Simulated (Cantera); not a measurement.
**Stirred combustor or abatement burner**

A perfectly stirred reactor is fed with 7.33 % CH4, 2.78 % H2, 18.9 % O2, 71.0 % N2, equivalence ratio 0.85, at 500000 Pa; it is adiabatic with a 798 K inlet, and is followed from long to short residence time, starting on the burning branch (τ in s: 0.038, 0.02, 0.01, 0.0053, 0.0028, 0.0014, 0.00075, 0.00039, 0.0002, 0.00011, 5.5e-05).

Model: GRI-Mech 3.0 (53 species, 325 reactions), integrated in Cantera.

```csv
τ (s),T (K),x CH4,x H2,x O2,x CH2CO,x OH,x HCO
0.038,2418,8.78e-7,0.00187,0.0277,1.35e-10,0.00591,1.01e-8
0.020,2419,1.64e-6,0.00189,0.0281,2.60e-10,0.00599,1.81e-8
0.010,2419,3.18e-6,0.00195,0.0288,5.41e-10,0.00612,3.52e-8
0.0053,2417,5.79e-6,0.00204,0.0293,1.09e-9,0.00628,6.56e-8
0.0028,2413,1.04e-5,0.00220,0.0300,2.32e-9,0.00650,1.23e-7
0.0014,2403,1.92e-5,0.00252,0.0307,5.50e-9,0.00687,2.46e-7
0.00075,2388,3.22e-5,0.00299,0.0315,1.22e-8,0.00736,4.60e-7
0.00039,2363,5.39e-5,0.00374,0.0327,2.77e-8,0.00805,8.82e-7
0.00020,2327,8.93e-5,0.00481,0.0343,6.21e-8,0.00888,1.71e-6
0.00011,2285,0.000141,0.00601,0.0362,1.24e-7,0.00962,3.08e-6
5.5e-5,2226,0.000245,0.00767,0.0389,2.77e-7,0.0103,6.06e-6
```
x: mole fraction; the columns are a selection and need not sum to one.
